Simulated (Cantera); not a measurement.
Diamond growth

A diamond (100) surface in a fixed gas of H2 with x(CH4) = 0.0049, x(H) = 0.00056, x(CH3) = 0.00012, at 1075 K; coverages are run to steady state.

Model: the Harris–Goodwin 1993 mechanism for the reconstructed diamond (100) surface, integrated in Cantera.

```json
[
 {"P (Pa)": "620", "growth (µm/h)": "0.0424", "θ c6HH": "0.543", "θ c6H*": "0.0245", "θ c6*H": "0.412", "θ c6**": "0.0119", "θ c6HM": "0.00463"},
 {"P (Pa)": "960", "growth (µm/h)": "0.0867", "θ c6HH": "0.541", "θ c6H*": "0.0244", "θ c6*H": "0.411", "θ c6**": "0.0119", "θ c6HM": "0.00692"},
 {"P (Pa)": "1500", "growth (µm/h)": "0.183", "θ c6HH": "0.539", "θ c6H*": "0.0243", "θ c6*H": "0.409", "θ c6**": "0.0118", "θ c6HM": "0.0102"},
 {"P (Pa)": "2300", "growth (µm/h)": "0.376", "θ c6HH": "0.535", "θ c6H*": "0.0241", "θ c6*H": "0.406", "θ c6**": "0.0117", "θ c6HM": "0.0146"},
 {"P (Pa)": "3600", "growth (µm/h)": "0.790", "θ c6HH": "0.531", "θ c6H*": "0.0239", "θ c6*H": "0.403", "θ c6**": "0.0116", "θ c6HM": "0.0204"},
 {"P (Pa)": "5500", "growth (µm/h)": "1.56", "θ c6HH": "0.526", "θ c6H*": "0.0237", "θ c6*H": "0.398", "θ c6**": "0.0115", "θ c6HM": "0.0269"},
 {"P (Pa)": "8500", "growth (µm/h)": "3.01", "θ c6HH": "0.520", "θ c6H*": "0.0234", "θ c6*H": "0.394", "θ c6**": "0.0114", "θ c6HM": "0.0344"},
 {"P (Pa)": "13000", "growth (µm/h)": "5.51", "θ c6HH": "0.514", "θ c6H*": "0.0231", "θ c6*H": "0.389", "θ c6**": "0.0112", "θ c6HM": "0.0417"}
]
```
θ: site fractions in the mechanism's names (c6HH fully hydrogenated, c6H* and c6*H radical sites, c6** diradical, c6HM methylated).
